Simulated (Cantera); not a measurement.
## Thermodynamics of silicon epitaxy and polysilicon growth, feed SiH4 + Cl2 + H2

Feed: 1 mol SiH4, 0.066 mol Cl2, 890 mol H2, at 0.100 bar.

Equilibrium computed with Cantera from the NASA thermochemical tables; the gas is ideal and each condensed phase is pure. Candidate condensed phases: Si; 19 gas species. Gases not in the tables: Si2H6 and higher silanes. Rates play no part.

```
T (K)   x H2       x H     x HCl    x SiH2      x Si     x SiH  x SiHCl3  x SiH2Cl2  n Si(s)  n Si(l)
-----  -----  --------  --------  --------  --------  --------  --------  ---------  -------  -------
848    1.000  6.02e-11  0.000142    <1e-12    <1e-12    <1e-12   9.80e-7    9.78e-7    0.998        0
948    1.000   1.66e-9  0.000147  1.90e-11    <1e-12    <1e-12   4.34e-8    1.34e-7    1.000        0
1048   1.000   2.44e-8  0.000148  3.55e-10    <1e-12    <1e-12   3.27e-9    2.57e-8    1.000        0
1148   1.000   2.27e-7  0.000148   3.97e-9  1.83e-12  1.23e-11  3.87e-10    6.58e-9    1.000        0
1248   1.000   1.48e-6  0.000148   3.01e-8  7.76e-11  2.74e-10  6.50e-11    2.10e-9    1.000        0
1348   1.000   7.32e-6  0.000148   1.69e-7   1.88e-9   3.83e-9  1.43e-11   7.98e-10    1.000        0
1448   1.000   2.91e-5  0.000148   7.48e-7   2.92e-8   3.70e-8  3.88e-12   3.48e-10    0.999        0
1548   1.000   9.74e-5  0.000148   2.73e-6   3.18e-7   2.66e-7  1.25e-12   1.69e-10    0.997        0
1648   1.000  0.000282  0.000148   8.47e-6   2.58e-6   1.50e-6    <1e-12   8.96e-11    0.989        0
1748   0.999  0.000722  0.000148   2.05e-5   1.46e-5   6.12e-6    <1e-12   4.55e-11        0    0.963
```
x: gas mole fraction; n: condensed amount in mol.

From 848 K to 1648 K the condensed part is Si(s). At 1748 K the condensed part is Si(l). The main Si-bearing gas is SiHCl3 at 848 K and SiH2 at 1748 K.
